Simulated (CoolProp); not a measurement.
Propylene along the isotherm 501.3 K: Z from the reference equation and from simpler models built on Tc = 364.2 K, pc = 45.55 bar, ω = 0.146; each cubic takes its own stable root.

Computed with CoolProp (reference Helmholtz-energy equation of state, Lemmon 2013).

```tsv
p (bar)	phase	reference
0.72	gas	0.9981
1.64	gas	0.9957
3.73	gas	0.9902
8.49	gas	0.9777
19.3	gas	0.9495
44	gas	0.8868
100	supercritical	0.7670
228	supercritical	0.7815
```

How far does each simpler model (van der Waals, Soave-Redlich-Kwong) lie from the reference over these 8 states: mean and median of the absolute difference, and the worst?


- van der Waals: mean 2.6 %, median 0.5 %, worst -8.8 % at 501.3 K and 100 bar
- Soave-Redlich-Kwong: mean 1.8 %, median 0.3 %, worst +8.1 % at 501.3 K and 228 bar
